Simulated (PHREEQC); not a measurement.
Solution (80 °C): 0.15 mol/kgw Cu(NO3)2 and 0.28 mol/kgw HCl. Closed to the air; pH follows from the charge balance.

The numbers come from PHREEQC with the ion-association model, wateq4f.dat.

Precipitation was switched off in this run.

### Question
Predict the pH.

### Answer
pH 0.68.

### Question
In which forms is Cl present?

### Answer
Cl- 70 %, CuCl+ 27 %, CuCl2 3.0 % of the Cl.

At this temperature some constants are extrapolated from 25 °C, and those without enthalpy data are left unchanged.
